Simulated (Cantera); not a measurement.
# Hydrocarbon pyrolysis for carbon deposition

A perfectly stirred reactor is fed with C3H8 : H2 = 1 : 5.8 (molar parts), at 46000 Pa; it is held at 1575 K, and followed from long to short residence time.

Detailed kinetics in Cantera: GRI-Mech 3.0 (53 species, 325 reactions). GRI-Mech 3.0 was tuned for natural gas; its chemistry of propane as a main component is partial and can be far from experiment. GRI-Mech 3.0 stops at C3 and has no aromatics, soot or wall deposition, so with more carbon than oxygen in the feed, carbon stays in small species such as C2H2 where larger ones or solid carbon would form.

| τ (s) | x C3H8 | x H2 | x C2H4 | x C2H6 | x H | x C2H2 |
|---|---|---|---|---|---|---|
| 4.8 | 2.29e-6 | 0.810 | 0.00672 | 1.62e-5 | 5.91e-5 | 0.128 |
| 2.1 | 5.11e-6 | 0.807 | 0.00674 | 1.99e-5 | 6.27e-5 | 0.127 |
| 0.91 | 1.13e-5 | 0.803 | 0.00685 | 2.71e-5 | 6.94e-5 | 0.124 |
| 0.40 | 2.43e-5 | 0.798 | 0.00717 | 3.93e-5 | 8.04e-5 | 0.122 |
| 0.17 | 5.20e-5 | 0.794 | 0.00791 | 6.07e-5 | 9.79e-5 | 0.119 |
| 0.075 | 0.000105 | 0.789 | 0.00925 | 9.35e-5 | 0.000121 | 0.115 |
| 0.032 | 0.000215 | 0.785 | 0.0118 | 0.000147 | 0.000154 | 0.111 |
| 0.014 | 0.000426 | 0.780 | 0.0160 | 0.000228 | 0.000194 | 0.105 |
| 0.0061 | 0.000838 | 0.774 | 0.0228 | 0.000351 | 0.000243 | 0.0959 |
| 0.0026 | 0.00167 | 0.769 | 0.0336 | 0.000542 | 0.000305 | 0.0837 |
| 0.0011 | 0.00336 | 0.764 | 0.0486 | 0.000839 | 0.000377 | 0.0676 |
x: mole fraction; the columns are a selection and need not sum to one.
